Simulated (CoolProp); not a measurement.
Vapour pressure (bar) of tetrahydrofuran: the reference equation beside estimates from Tc = 540.2 K, pc = 53.04 bar, ω = 0.234. Clausius-Clapeyron is anchored at 399.2 K with a constant enthalpy of vaporisation of 26.44 kJ/mol.

Model: reference Helmholtz-energy equation of state, Fiedler 2023, in CoolProp.

| T (K) | reference | Lee-Kesler | Clausius-Clapeyron | van der Waals | Soave-Redlich-Kwong | Peng-Robinson |
|---|---|---|---|---|---|---|
| 399.2 | 5.103 | 5.142 | 5.103 | ___ | 5.143 | 5.100 |
| 412.7 | 6.825 | ___ | 6.622 | 16.37 | 6.915 | ___ |
| 426.1 | 8.932 | 9.056 | 8.438 | 19.04 | 9.091 | 8.982 |
| 439.6 | 11.51 | 11.69 | 10.61 | ___ | 11.76 | 11.61 |
| 453.1 | 14.60 | 14.84 | 13.16 | 25.22 | 14.98 | 14.78 |
| 466.6 | 18.28 | 18.58 | 16.13 | 28.72 | 18.79 | 18.56 |
| 480.1 | 22.61 | 22.98 | 19.54 | 32.52 | ___ | 23.00 |
| 493.6 | 27.68 | 28.11 | 23.42 | 36.60 | 28.49 | ___ |

Q: Fill in the missing entries.

A: 
- 399.2, van der Waals: 13.94
- 412.7, Lee-Kesler: 6.902
- 412.7, Peng-Robinson: 6.842
- 439.6, van der Waals: 22.00
- 480.1, Soave-Redlich-Kwong: 23.27
- 493.6, Peng-Robinson: 28.20

Absolute difference from the reference over all 8 rows, mean and median: Lee-Kesler 1.4 and 1.6 %, Clausius-Clapeyron 8.4 and 8.8 %, van der Waals 90.4 and 81.9 %, Soave-Redlich-Kwong 2.2 and 2.4 %, Peng-Robinson 1.0 and 1.1 %.
